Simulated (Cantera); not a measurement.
A closed system holds: 1 mol SiCl₄, 0.051 mol Cl₂, 18 mol N₂, at 0.0150 bar.

Equilibrium computed with Cantera from the NASA thermochemical tables; the gas is ideal and each condensed phase is pure. Candidate condensed phases: Si, Si₃N₄; 13 gas species. Equilibrium is a limit: real reactors are often held back by kinetics, nucleation or transport. All values below are at 1100 K.

Base state: N₂ 0.945, SiCl₄ 0.0525, Cl₂ 0.00237, Cl 0.000603 (mole fractions); condensed: gas only.

Problem. What changes in the equilibrium state with this change: Cl₂ from 0.051 to 0.24 mol?

Solution. 
```
species    before    after
-------  --------  -------
N₂          0.945    0.935
SiCl₄      0.0525   0.0519
Cl₂       0.00237   0.0118
Cl       0.000603  0.00134
```

Problem. What changes in the equilibrium state with this change: Cl₂ from 0.051 to 0.95 mol?

Solution. 
| species | before | after |
|---|---|---|
| N₂ | 0.945 | 0.901 |
| SiCl₄ | 0.0525 | 0.0501 |
| Cl₂ | 0.00237 | 0.0462 |
| Cl | 0.000603 | 0.00266 |
